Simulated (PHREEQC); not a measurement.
1 kg of water holding 0.26 mol NaCl, 0.1 mol KCl, 0.02 mol CaCl2, 0.12 mol SrCl2 and 0.12 mol MgCl2 is evaporated at 25 °C; the solids stay in contact with the brine. CO2 from the air is kept out. Only these solids could form: Bischofite, Brucite, Carnallite, Halite, Portlandite, Sylvite, MgCl2_4H2O.

The numbers come from PHREEQC with the Pitzer model, pitzer.dat.

| water left (kg) | ionic strength | water activity | Halite (mol) | Sylvite (mol) | Mg in solution (mol/kgw) | Sr in solution (mol/kgw) | Ca in solution (mol/kgw) |
|---|---|---|---|---|---|---|---|
| 1 | 1.14 | 0.976 | 0 | 0 | 0.120 | 0.120 | 0.0200 |
| 0.8219 | 1.39 | 0.970 | 0 | 0 | 0.146 | 0.146 | 0.0243 |
| 0.6755 | 1.69 | 0.963 | 0 | 0 | 0.178 | 0.178 | 0.0296 |
| 0.5552 | 2.05 | 0.954 | 0 | 0 | 0.216 | 0.216 | 0.0360 |
| 0.4563 | 2.50 | 0.942 | 0 | 0 | 0.263 | 0.263 | 0.0438 |
| 0.375 | 3.04 | 0.927 | 0 | 0 | 0.320 | 0.320 | 0.0533 |
| 0.3082 | 3.70 | 0.908 | 0 | 0 | 0.389 | 0.389 | 0.0649 |
| 0.2533 | 4.50 | 0.882 | 0 | 0 | 0.474 | 0.474 | 0.0789 |
| 0.2082 | 5.48 | 0.849 | 0 | 0 | 0.576 | 0.576 | 0.0961 |
| 0.1711 | 6.66 | 0.804 | 0 | 0 | 0.701 | 0.701 | 0.117 |
| 0.1407 | 8.10 | 0.746 | 0 | 0 | 0.853 | 0.853 | 0.142 |
| 0.1156 | 9.82 | 0.674 | 0.00452 | 0 | 1.04 | 1.04 | 0.173 |
| 0.09502 | 10.8 | 0.642 | 0.107 | 0.00417 | 1.26 | 1.26 | 0.210 |
| 0.07809 | 11.9 | 0.606 | 0.174 | 0.0385 | 1.54 | 1.54 | 0.256 |
| 0.06418 | 13.4 | 0.549 | 0.219 | 0.0642 | 1.87 | 1.87 | 0.312 |
| 0.05275 | 15.4 | 0.464 | 0.244 | 0.0817 | 2.27 | 2.27 | 0.379 |

Halite from water left = 0.1156 kg; Sylvite from water left = 0.09502 kg.
